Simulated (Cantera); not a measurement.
**Ignition delay**

Mixture: 5.27 % CH4, 7.38 % H2, 11.9 % O2, 71.2 % N2, 4.27 % H2O, at 1.28 atm, adiabatic and at constant pressure. Ignition delay is the time to a rise of 400 K.

Cantera simulation using GRI-Mech 3.0 (53 species, 325 reactions); the numbers are that mechanism's predictions, not measurements.

```tsv
T0 (K)	delay (ms)
1225	0.773
1325	0.360
1425	0.185
1525	0.105
1625	0.0639
1725	0.0415
1825	0.0282
```

```
Property                                                Result
--------------------------------------------------  ----------
apparent activation energy between 1625 and 1825 K  100 kJ/mol
```
